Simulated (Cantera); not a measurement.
A closed system holds: 1 mol SiHCl3, 0.012 mol C2H2, 680 mol H2, held at 0.310 bar.

Method: chemical equilibrium by Gibbs-energy minimisation in Cantera with the NASA 1993 tables (ideal gas, pure condensed phases). Candidate condensed phases: C, C6H6, C7H8, C8H18, Si, SiC; 109 gas species. Mutual solubility and eutectic melting of coexisting phases are not modelled. Gases not in the tables: Si2H6 and higher silanes. The numbers say what is thermodynamically allowed, not how fast it happens.

### Question
Which condensed phases are stable at each of these points (T (°C)): 1377, 1477, 1577, 1677, 1777, 1877, 1977, 2077?

### Answer
```json
[
 {"T (°C)": "1377", "condensed phases": "Si(s) + SiC(s)", "Si condensed (%)": "94.7"},
 {"T (°C)": "1477", "condensed phases": "Si(l) + SiC(s)", "Si condensed (%)": "93.7"},
 {"T (°C)": "1577", "condensed phases": "Si(l) + SiC(s)", "Si condensed (%)": "91.0"},
 {"T (°C)": "1677", "condensed phases": "Si(l) + SiC(s)", "Si condensed (%)": "83.1"},
 {"T (°C)": "1777", "condensed phases": "Si(l) + SiC(s)", "Si condensed (%)": "62.2"},
 {"T (°C)": "1877", "condensed phases": "Si(l)", "Si condensed (%)": "12.1"},
 {"T (°C)": "1977", "condensed phases": "gas only", "Si condensed (%)": "0.0"},
 {"T (°C)": "2077", "condensed phases": "gas only", "Si condensed (%)": "0.0"}
]
```

At 1377 °C the condensed part is Si(s) + SiC(s). From 1477 °C to 1777 °C the condensed part is Si(l) + SiC(s). At 1877 °C the condensed part is Si(l). From 1977 °C to 2077 °C nothing is condensed.
